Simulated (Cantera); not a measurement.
Charge: 1 mol FeCl₃, 0.12 mol O₂, 6 mol H₂, held at 0.520 bar.

Equilibrium computed with Cantera from the NASA thermochemical tables; the gas is ideal and each condensed phase is pure. Candidate condensed phases: Fe, FeCl₂, FeCl₃, FeO, Fe(OH)₂, Fe(OH)₃, Fe₂O₃, Fe₃O₄, H₂O; 22 gas species. The numbers say what is thermodynamically allowed, not how fast it happens.

Problem. Which condensed phases are stable at each of these points (T (°C)): 650, 800, 950, 1100, 1250, 1400, 1550, 1700, 1850?

Solution. 
```
T (°C)  condensed phases  Fe condensed (%)
------  ----------------  ----------------
650     Fe(α) + FeCl₂(s)              92.5
800                Fe(α)              67.0
950                Fe(γ)              58.5
1100               Fe(γ)              50.3
1250               Fe(γ)              43.4
1400               Fe(δ)              37.8
1550               Fe(l)              33.6
1700               Fe(l)              31.6
1850               Fe(l)              28.9
```

At 650 °C the condensed part is Fe(α) + FeCl₂(s). At 800 °C the condensed part is Fe(α). From 950 °C to 1250 °C the condensed part is Fe(γ). At 1400 °C the condensed part is Fe(δ). From 1550 °C to 1850 °C the condensed part is Fe(l).
